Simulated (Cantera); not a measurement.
A closed system holds: 1 mol BaF2, 0.79 mol N2, held at 1875 K and 10.0 mbar.

Cantera equilibrium calculation (NASA polynomials, part measured and part estimated; ideal gas, pure solids and liquids). Candidate condensed phases: Ba, BaF2; 10 gas species. Kinetics and transport are ignored.

Q: What is the equilibrium state?

A: 
```json
{
 "x(BaF2)": "0.559",
 "x(N2)": "0.441",
 "x(F)": "6.60e-5",
 "x(BaF)": "6.60e-5",
 "gas_amount": "1.790 mol",
 "log10 activity of Ba(l) (absent)": "-11.32"
}
```
